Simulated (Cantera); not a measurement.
Feed: 1 mol PbO, 12 mol H2, at 450 K and 1 atm.

Equilibrium computed with Cantera from the NASA thermochemical tables; the gas is ideal and each condensed phase is pure. Candidate condensed phases: H2O, Pb, PbO, PbO2, Pb3O4; 12 gas species. The numbers say what is thermodynamically allowed, not how fast it happens.

Base state: H2 0.917, H2O 0.0833 (mole fractions); condensed: Pb(s).

Q: What changes in the equilibrium state with this change: PbO replaced by Hg?

A: 
```csv
species,before,after
H2,0.917,0.990
Hg,0,0.0103
H2O,0.0833,0
"Pb(s), mol",1.00,0
"Hg(l), mol",0,0.876
```
Further candidate phases: Hg.
